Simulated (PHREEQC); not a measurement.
Consider water at 25 °C with 3.4 mol/kgw LiBr, 0.57 mol/kgw Na2SO4 and 0.396 mol/kgw MgCl2. Closed to the air; pH follows from the charge balance.

Equilibrium calculation in PHREEQC: Pitzer model, pitzer.dat.

This is a speciation only: nothing precipitates in the calculation.

Estimate the activity of water.

activity of water 0.760.

Complexes and solids missing from the database can't appear.
